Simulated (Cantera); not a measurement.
Stirred combustor or abatement burner

A perfectly stirred reactor is fed with 6.28 % CH4, 19.6 % O2, 74.1 % N2, equivalence ratio 0.64, at 270000 Pa; it is adiabatic with a 325 K inlet, and is followed from long to short residence time, starting on the burning branch (τ in s: 0.14, 0.042, 0.012, 0.0037, 0.0011, 0.00033, 9.7e-05, 2.9e-05, 8.5e-06).

Detailed kinetics in Cantera: GRI-Mech 3.0 (53 species, 325 reactions).

| τ (s) | T (K) | x CH4 | x O2 | x HCO | x HCN | x N2O | x CH2 |
|---|---|---|---|---|---|---|---|
| 0.14 | 1755 | 7.53e-6 | 0.0703 | 4.56e-9 | 4.39e-9 | 4.40e-7 | 1.58e-8 |
| 0.042 | 1752 | 1.72e-5 | 0.0703 | 1.54e-8 | 6.73e-9 | 7.43e-7 | 4.88e-8 |
| 0.012 | 1745 | 3.92e-5 | 0.0705 | 5.56e-8 | 1.15e-8 | 1.14e-6 | 1.49e-7 |
| 0.0037 | 1733 | 8.57e-5 | 0.0710 | 1.88e-7 | 1.97e-8 | 1.33e-6 | 3.99e-7 |
| 0.0011 | 1707 | 0.000202 | 0.0722 | 6.63e-7 | 3.77e-8 | 1.19e-6 | 1.02e-6 |
| 0.00033 | 1645 | 0.000582 | 0.0759 | 2.31e-6 | 7.81e-8 | 8.43e-7 | 2.42e-6 |
| 9.7e-5 | 325 | 0.0628 | 0.196 | <1e-12 | <1e-12 | <1e-12 | <1e-12 |
| 2.9e-5 | 325 | 0.0628 | 0.196 | <1e-12 | <1e-12 | <1e-12 | <1e-12 |
| 8.5e-6 | 325 | 0.0628 | 0.196 | <1e-12 | <1e-12 | <1e-12 | <1e-12 |
x: mole fraction; the columns are a selection and need not sum to one.
